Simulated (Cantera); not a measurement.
Feed: 1 mol Si₂Cl₆, 0.28 mol HCl, 4.3 mol N₂, at 1273 K and 6100 Pa.

Cantera equilibrium calculation (NASA polynomials, part measured and part estimated; ideal gas, pure solids and liquids). Candidate condensed phases: NH₄Cl, Si, Si₃N₄; 28 gas species. The feed counts by its element totals alone. N₂ is the only nitrogen source here; it is nearly inert below about 1500 K, so the nitride shown seldom forms there in practice. The tables' values for SiCl₃ are old estimates; treat these amounts as uncertain. The numbers say what is thermodynamically allowed, not how fast it happens.

Base state: N₂ 0.689, SiCl₄ 0.254, HCl 0.0461, SiCl₃ 0.00793, SiCl₂ 0.00162, H₂ 0.00108, SiHCl₃ 0.000238 (mole fractions); condensed: Si₃N₄(s).

Problem. What changes in the equilibrium state with this change: Si₂Cl₆ replaced by SiHCl₃?

Solution. 
| species | before | after |
|---|---|---|
| N₂ | 0.689 | 0.701 |
| HCl | 0.0461 | 0.173 |
| SiCl₄ | 0.254 | 0.0959 |
| H₂ | 0.00108 | 0.0247 |
| SiHCl₃ | 0.000238 | 0.000546 |
| SiCl₃ | 0.00793 | 0.00381 |
| SiCl₂ | 0.00162 | 0.000994 |
| Si₃N₄(s), mol | 0.160 | 0.140 |

Problem. What changes in the equilibrium state with this change: HCl from 0.28 to 0.086 mol?

Solution. 
```csv
species,before,after
N₂,0.689,0.713
SiCl₄,0.254,0.262
HCl,0.0461,0.0151
H₂,0.00108,0.000113
SiHCl₃,0.000238,7.83e-5
SiCl₃,0.00793,0.00808
SiCl₂,0.00162,0.00163
"Si₃N₄(s), mol",0.160,0.161
```

Problem. What changes in the equilibrium state with this change: temperature from 1273 K to 950 K?

Solution. 
```json
[
 {"species": "N₂", "before": "0.689", "after": "0.691"},
 {"species": "SiCl₄", "before": "0.254", "after": "0.262"},
 {"species": "HCl", "before": "0.0461", "after": "0.0452"},
 {"species": "SiCl₃", "before": "0.00793", "after": "3.95e-5"},
 {"species": "SiCl₂", "before": "0.00162", "after": "1.99e-7"},
 {"species": "SiHCl₃", "before": "0.000238", "after": "4.59e-5"},
 {"species": "H₂", "before": "0.00108", "after": "0.00173"},
 {"species": "Si₃N₄(s), mol", "before": "0.160", "after": "0.165"}
]
```
